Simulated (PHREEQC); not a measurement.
**Copper plating or etch bath: an equilibrium model**

Solution (55 °C): 0.097 mol Cu(NO3)2 and 0.00099 mol KCl per kg of water. Closed to the air; pH follows from the charge balance.

Equilibrium calculation in PHREEQC: ion-association model, phreeqc.dat.

Each row changes one thing in this solution. No solid was allowed to form.

```csv
case,pH,ionic strength (mol/kgw),Cl- (mol/kgw)
as made,3.86,0.291,0.000779
KCl replaced by LiCl at the same molality,3.86,0.291,0.000779
Cu(NO3)2 replaced by Fe(NO3)3 at the same molality,1.43,0.549,0.000534
KCl from 0.00099 to 0.0099 mol/kgw,…,0.297,…
temperature from 55 to 10 °C,4.42,…,…
```

### Question
Some entries are withheld; supply them.

### Answer

- KCl from 0.00099 to 0.0099 mol/kgw, pH: 3.87
- KCl from 0.00099 to 0.0099 mol/kgw, Cl- (mol/kgw): 0.00783
- temperature from 55 to 10 °C, ionic strength (mol/kgw): 0.292
- temperature from 55 to 10 °C, Cl- (mol/kgw): 0.000956

Complexes and solids missing from the database can't appear. Some of these states are supersaturated (in Hematite (slow to form), Goethite (slow to form), for instance). Away from 25 °C the constants follow the database's enthalpies or fits; those with neither stay at their 25 °C values.
